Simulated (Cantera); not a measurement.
Adiabatic ignition

An adiabatic, constant-pressure homogeneous reactor starts with CO : H₂ : O₂ : N₂ = 1 : 0.077 : 1.02 : 3.82 (molar parts), equivalence ratio 0.53, at 1048 K and 1.00 bar.

Cantera simulation using GRI-Mech 3.0 (53 species, 325 reactions); the numbers are that mechanism's predictions, not measurements.

| t (s) | T (K) | x CO | x H₂ | x O₂ | x H₂O | x O | x OH |
|---|---|---|---|---|---|---|---|
| 2.00e-6 | 1048 | 0.169 | 0.0130 | 0.172 | 1.03e-12 | 1.74e-10 | 6.28e-12 |
| 7.06e-6 | 1048 | 0.169 | 0.0130 | 0.172 | 2.93e-11 | 5.89e-10 | 4.70e-11 |
| 2.49e-5 | 1048 | 0.169 | 0.0130 | 0.172 | 7.13e-10 | 2.36e-9 | 3.24e-10 |
| 8.79e-5 | 1048 | 0.169 | 0.0130 | 0.172 | 2.78e-8 | 2.97e-8 | 5.07e-9 |
| 0.000310 | 1050 | 0.169 | 0.0129 | 0.172 | 9.96e-5 | 6.23e-5 | 1.68e-5 |
| 0.00110 | 2107 | 0.0348 | 0.000478 | 0.0989 | 0.0105 | 0.0106 | 0.00431 |
| 0.00387 | 2326 | 0.0130 | 0.000164 | 0.0928 | 0.0124 | 0.00293 | 0.00298 |
| 0.0136 | 2354 | 0.00951 | 0.000120 | 0.0910 | 0.0127 | 0.00206 | 0.00259 |
| 0.0482 | 2348 | 0.00927 | 0.000117 | 0.0889 | 0.0128 | 0.00196 | 0.00253 |
| 0.170 | 2342 | 0.00904 | 0.000115 | 0.0870 | 0.0128 | 0.00188 | 0.00246 |
| 0.600 | 2342 | 0.00902 | 0.000115 | 0.0868 | 0.0128 | 0.00187 | 0.00245 |
x: mole fraction; the columns are a selection and need not sum to one.

```json
{
  "time_of_steepest_temperature_rise": "0.458 ms",
  "temperature at 0.600 s": "2342 K",
  "equilibrium_temperature": "2342 K",
  "x(CO) at 0.600 s": "0.00902 (gas-phase equilibrium 0.00902)",
  "x(H₂) at 0.600 s": "0.000115 (gas-phase equilibrium 0.000115)",
  "x(O₂) at 0.600 s": "0.0868 (gas-phase equilibrium 0.0868)"
}
```
